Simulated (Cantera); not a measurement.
A closed system holds: 1 mol C₃H₈, 0.39 mol NH₃, 40 mol N₂, 0.59 mol H₂O, equilibrated at 2200 °C and 380000 Pa.

These are equilibrium values from Cantera (NASA tables, ideal gas, pure condensed phases), not measurements of a reactor. Candidate condensed phases: C, C₆H₆, C₇H₈, C₈H₁₈, H₂O; 136 gas species. Rates play no part.

Base state: N₂ 0.862, H₂ 0.0989, HCN 0.0193, CO 0.0128, H 0.00360, HNC 0.00219, C₂H₂ (acetylene) 0.000953, C₂N₂ 5.68e-5 (mole fractions); condensed: C(graphite).

Task: What changes in the equilibrium state with this change: pressure from 380000 Pa to 2900000 Pa?

Result: 
```tsv
species	before	after
N₂	0.862	0.863
H₂	0.0989	0.1000
HCN	0.0193	0.0194
H	0.00360	0.00131
CO	0.0128	0.0128
CH₄	5.82e-6	4.54e-5
CH₃	3.83e-6	1.08e-5
CN	3.91e-5	1.42e-5
C(graphite), mol	1.32	1.32
```

Task: What changes in the equilibrium state with this change: pressure from 380000 Pa to 133 Pa?

Result: 
```csv
species,before,after
N₂,0.862,0.813
H,0.00360,0.120
H₂,0.0989,0.0387
HCN,0.0193,0.0117
CO,0.0128,0.0120
C₃,8.55e-8,0.000244
C,3.01e-8,8.58e-5
C₂,7.84e-9,2.23e-5
CN,3.91e-5,0.00203
C₂H,2.35e-6,7.85e-5
"C(graphite), mol",1.32,1.58
```
